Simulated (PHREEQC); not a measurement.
Dissolve 0.00275 mol Pb(NO3)2, 0.0019 mol NaNO3 and 5.5e-05 mol Na2SO4 per kg of water at 20 °C. Closed to the air; pH follows from the charge balance.

Model: ion-association model, wateq4f.dat, run in PHREEQC.

Precipitation was switched off in this run.

Task: Order these Pb species by the share of Pb that they hold, largest first: PbOH+, PbNO3+, Pb+2, PbSO4.

Result: Pb+2 (92 %), PbNO3+ (6.5 %), PbSO4 (0.77 %), PbOH+ (0.22 %)

The pH is 5.22 and the ionic strength 0.00986 mol/kgw. The solution is supersaturated, for example in Anglesite, Larnakite, so a real one may precipitate; this is no full list.
